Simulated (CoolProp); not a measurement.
Saturated liquid density (kg/m³) of R141b: the reference equation beside estimates from Tc = 477.5 K, pc = 4212 kPa, ω = 0.220.

Values from CoolProp's reference Helmholtz-energy equation of state, Lemmon 2006. It is a short technical equation, of lower accuracy than the large ones.

| T (K) | reference | van der Waals | Peng-Robinson |
|---|---|---|---|
| 335.4 | 1158 | 706.6 | 1199 |
| 348.4 | 1130 | 689.3 | 1167 |
| 361.5 | 1100 | 670.8 | 1131 |
| 374.6 | 1069 | 651.1 | 1092 |
| 387.7 | 1035 | 630.0 | 1049 |
| 400.8 | 999.5 | 607.2 | 1002 |
| 413.8 | 960.5 | 582.5 | 949.4 |
| 426.9 | 916.9 | 554.8 | 889.4 |
| 440 | 866.7 | 523.1 | 819.8 |

Absolute difference from the reference over all 9 rows, mean and median: van der Waals 39.2 and 39.1 %, Peng-Robinson 2.6 and 2.8 %.
